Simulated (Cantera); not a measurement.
Charge: 1 mol Si3H8, 0.66 mol HCl, 4.9 mol N2, held at 12.0 Torr.

Equilibrium computed with Cantera from the NASA thermochemical tables; the gas is ideal and each condensed phase is pure. Candidate condensed phases: NH4Cl, Si, Si3N4; 28 gas species. The feed counts by its element totals alone. N2 is the only nitrogen source here; it is nearly inert below about 1500 K, so the nitride shown seldom forms there in practice. Kinetics and transport are ignored.

Over these rows the condensed part is Si3N4(s). Partial pressures as log10 of bar:

```csv
T (K),1000/T (1/K),log p SiCl2,log p H2,log p N2,log p HCl
1148,0.8711,-7.34,-2.07,-2.21,-2.86
1198,0.8347,?,-2.07,-2.21,-2.86
1248,0.8013,-6.38,-2.07,-2.21,-2.86
1298,0.7704,-5.96,-2.07,-2.21,-2.86
1348,0.7418,-5.57,-2.07,-2.21,-2.86
1398,0.7153,-5.21,-2.07,-2.21,-2.86
```

Fit log p(SiCl2) = a + b·(1000/T) to the five rows, give the apparent enthalpy, and predict the row at 1198 K.

Means: 1000/T = 0.7800, log p = -6.092. Sxy = -0.198100, Sxx = 0.0144904, so b = -13.67 and a = -6.092 − (-13.67)×0.7800 = 4.57.
Apparent enthalpy: −19.145 × (-13.67) = 262 kJ/mol. With the condensed phases at unit activity, 1/3 Si3N4(s) + 2 HCl(g) = SiCl2(g) + H2(g) + 2/3 N2(g) links this pressure to the main gases: over the six rows their terms move log p by +0.00 in all, so the slope is close to that reaction's ΔH°. The five rows lie within 0.01 of the line.
Prediction at 1198 K: 4.57 + (-13.67)×0.8347 = -6.84. The computed value is -6.84, 0.00 from the line.
